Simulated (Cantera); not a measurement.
A closed system holds: 1 mol CCl₄, a varied amount of H₂, 0.031 mol CH₄, at 2548 K and 100 Torr.

Cantera equilibrium calculation (NASA polynomials, part measured and part estimated; ideal gas, pure solids and liquids). Candidate condensed phases: C, C₆H₆, C₇H₈, C₈H₁₈; 91 gas species. Equilibrium is a limit: real reactors are often held back by kinetics, nucleation or transport.

x: gas mole fraction; n: condensed amount in mol.

| n(H₂) (mol) | x Cl | x HCl | x H₂ | x H | n C(graphite) |
|---|---|---|---|---|---|
| 0.21 | 0.857 | 0.136 | 8.93e-5 | 0.000801 | 1.03 |
| 0.27 | 0.827 | ? | ? | ? | 1.03 |
| 0.35 | 0.788 | 0.205 | 0.000241 | 0.00131 | 1.03 |
| 0.46 | 0.734 | ? | ? | ? | 1.03 |
| 0.6 | 0.666 | 0.327 | 0.000858 | 0.00248 | 1.03 |
| 0.77 | 0.584 | 0.408 | 0.00174 | 0.00353 | 1.03 |
| 1 | 0.475 | 0.513 | 0.00414 | 0.00545 | 1.03 |
| 1.3 | 0.344 | 0.633 | 0.0120 | 0.00930 | 1.03 |

Q: Complete the blanks.

A: 
- 0.46, x HCl: 0.259
- 0.46, x H₂: 0.000443
- 0.46, x H: 0.00178
- 0.27, x HCl: 0.166
- 0.27, x H₂: 0.000142
- 0.27, x H: 0.00101
